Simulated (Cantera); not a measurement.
A closed system holds: 1 mol Si3N4, 0.5 mol H2O, 14 mol H2, at 12.0 mbar.

These are equilibrium values from Cantera (NASA tables, ideal gas, pure condensed phases), not measurements of a reactor. Candidate condensed phases: H2O, Si, SiO2, Si2N2O, Si3N4; 35 gas species. Mutual solubility and eutectic melting of coexisting phases are not modelled. Gases not in the tables: Si2H6 and higher silanes. The numbers say what is thermodynamically allowed, not how fast it happens.

Q: Which condensed phases are stable at each of these points (T (K)): 1023, 1123, 1223, 1323, 1423, 1523, 1623, 1723?

A: 
| T (K) | condensed phases | Si condensed (%) |
|---|---|---|
| 1023 | Si2N2O(s) + Si3N4(s) | 100.0 |
| 1123 | Si2N2O(s) + Si3N4(s) | 100.0 |
| 1223 | Si2N2O(s) + Si3N4(s) | 100.0 |
| 1323 | Si2N2O(s) + Si3N4(s) | 100.0 |
| 1423 | Si2N2O(s) + Si3N4(s) | 100.0 |
| 1523 | Si2N2O(s) + Si3N4(s) | 99.9 |
| 1623 | Si(s) + Si2N2O(s) + Si3N4(s) | 99.4 |
| 1723 | Si(l) + Si2N2O(s) | 92.0 |

From 1023 K to 1523 K the condensed part is Si2N2O(s) + Si3N4(s). At 1623 K the condensed part is Si(s) + Si2N2O(s) + Si3N4(s). At 1723 K the condensed part is Si(l) + Si2N2O(s).
